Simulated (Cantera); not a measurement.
A Cantera script and what it prints.

```python
import numpy as np
import cantera as ct

gas_names = """
    C CO CO2 C2 C2O C3 C3O2 C4 C5 Fe FeC5O5 FeO O O2 O3
""".split()
cond_names = """
    C(gr) Fe(a) Fe(c) Fe(d) Fe(L) FeC5O5(L) FeO(s) FeO(L) Fe2O3(s) Fe3O4(s)
""".split()


# ... load() reads the species with a 1 bar reference pressure and builds the phases ...
atoms = {
    'Fe': {'Fe': 1},
    'O2': {'O': 2},
    'CO': {'C': 1, 'O': 1},
}
top_T = {'C(gr)': 4500, 'Fe2O3(s)': 1830, 'Fe3O4(s)': 1870}  # K; cautious upper limits of use, not melting points


# ... equilibrate(T, P, feed) seeds the gas with the atoms and calls Mixture.equilibrate('TP', solver="vcs", rtol=1e-11, max_steps=5000) ...
results = []
T = 1123.15  # K
P = 10000  # Pa
for m in [4.5, 5.6, 6.9, 8.6, 11, 13, 16, 20, 25, 32, 39]:
    feed = {'Fe': 1, 'O2': 0.059, 'CO': m}  # mol
    mix = equilibrate(T, P, feed)
    results.append((T, P, feed, dict(zip(mix.species_names, mix.species_moles))))

top = {s: max(r[3][s] / sum(r[3][g] for g in gas_names) for r in results) for s in gas_names}
cols = sorted((s for s in top if top[s] > 1e-05), key=lambda s: -top[s])[:8]
seen = [c for c in cond_names if any(r[3].get(c, 0) > 1e-12 for r in results)]
print("log10 of partial pressures in bar; condensed amounts in mol")
print(f"{'n(CO)':>10s}" + "".join(f"{s[:9]:>10s}" for s in cols + seen))
for T, P, feed, n in results:
    ng = sum(n[g] for g in gas_names)
    print(f"{feed['CO']:10.4g}" + "".join(f"{np.log10(max(n[s] / ng * P / 1e5, 1e-99)):10.3f}" for s in cols)
          + "".join(f"{n.get(c, 0):10.4g}" for c in seen))
```

Result:

```
log10 of partial pressures in bar; condensed amounts in mol
     n(CO)        CO       CO2     C(gr)     Fe(a)
       4.5    -1.012    -2.581         0         1
       5.6    -1.009    -2.676         0         1
       6.9    -1.007    -2.767         0         1
       8.6    -1.006    -2.863         0         1
        11    -1.005    -2.970         0         1
        13    -1.004    -3.042         0         1
        16    -1.003    -3.132         0         1
        20    -1.003    -3.225  0.001034         1
        25    -1.003    -3.225   0.03062         1
        32    -1.003    -3.225   0.07204         1
        39    -1.003    -3.225    0.1135         1
```

Equilibrium computed with Cantera from the NASA thermochemical tables; the gas is ideal and each condensed phase is pure. Condensed phases not in the tables: cementite and carbon dissolved in iron.
